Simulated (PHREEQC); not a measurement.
Make-up at 40 °C: 0.012 mol HF, 0.00011 mol CaCl2 and 5.6e-05 mol MnSO4 per kg of water. Closed to the air; pH follows from the charge balance.

The numbers come from PHREEQC with the ion-association model, wateq4f.dat.

Problem. The ionic strength comes out as 0.00287 mol/kgw. What activity coefficients do SO4-2, Mn+2, HSO4-, Ca+2, F- get?

Solution. SO4-2 0.79, Mn+2 0.79, HSO4- 0.94, Ca+2 0.79, F- 0.94.

This is a speciation only: nothing precipitates in the calculation. The solution is supersaturated, for example in Fluorite, so a real one may precipitate; this is no full list. Constants without temperature data keep their 25 °C values here.
